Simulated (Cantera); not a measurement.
# Chlorosilane synthesis and conversion: SiCl₄ + HCl + H₂

Input: 1 mol SiCl₄, 3.6 mol HCl, 17 mol H₂, held at 10000 Pa.

These are equilibrium values from Cantera (NASA tables, ideal gas, pure condensed phases), not measurements of a reactor. Candidate condensed phases: Si; 19 gas species. The tables' values for SiCl₃ are old estimates; treat these amounts as uncertain. Rates play no part.

| T (K) | x H₂ | x HCl | x SiCl₄ | x SiCl₂ | x SiHCl₃ |
|---|---|---|---|---|---|
| 673 | 0.787 | 0.167 | 0.0463 | <1e-12 | 2.76e-5 |
| 773 | 0.787 | 0.167 | 0.0462 | 1.16e-10 | 0.000137 |
| 873 | 0.787 | 0.167 | 0.0458 | 2.48e-8 | 0.000462 |
| 973 | 0.786 | 0.168 | 0.0451 | 1.69e-6 | 0.00118 |
| 1073 | 0.784 | 0.170 | 0.0434 | 4.94e-5 | 0.00246 |
| 1173 | 0.780 | 0.174 | 0.0396 | 0.000727 | 0.00414 |
| 1273 | 0.768 | 0.186 | 0.0306 | 0.00522 | 0.00505 |
x: gas mole fraction; nothing condenses.

From 673 K to 1273 K nothing is condensed. The main Si-bearing gas is SiCl₄ throughout.
